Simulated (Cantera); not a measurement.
A perfectly stirred reactor is fed with CH₄ : O₂ : N₂ = 1 : 3.39 : 25.8 (molar parts), equivalence ratio 0.59, at 15.0 bar; it is adiabatic with a 723 K inlet, and is followed from long to short residence time, starting on the burning branch (τ in s: 0.39, 0.14, 0.049, 0.018, 0.0062, 0.0022, 0.00078, 0.00028, 9.9e-05).

Computed with Cantera and GRI-Mech 3.0 (53 species, 325 reactions). The pressure lies above the range GRI-Mech 3.0 was tuned for (to about 10 atm).

| quantity | before | after |
|---|---|---|
| blow-out, bracketed by the residence times tried | burning at 6.20 ms, out at 2.20 ms | burning at 49.0 ms, out at 18.0 ms |
| x(CH₄) at τ = 0.390 s | 8.56e-6 | 0.000168 |
| x(O₂) at τ = 0.390 s | 0.0461 | 0.0695 |
| x(CH₂CO) at τ = 0.390 s | 1.52e-8 | 1.27e-6 |
| x(C₂H₂) at τ = 0.390 s | 1.98e-8 | 1.71e-7 |
| x(CO) at τ = 0.390 s | 6.41e-5 | 0.000989 |
| x(CH₄) at τ = 6.20 ms | 0.000419 | 0.0224 |
| x(O₂) at τ = 6.20 ms | 0.0487 | 0.114 |
| x(CH₂CO) at τ = 6.20 ms | 7.07e-6 | <1e-12 |
| x(C₂H₂) at τ = 6.20 ms | 1.22e-6 | <1e-12 |
| x(CO) at τ = 6.20 ms | 0.00342 | <1e-12 |

Task: What was changed between the two runs?
(A) inlet temperature 723 to 675 K
(B) inlet temperature 723 to 350 K
(C) CH4 1 to 0.67 parts
(D) inlet temperature 723 to 800 K

Result: C, CH4 1 to 0.67 parts
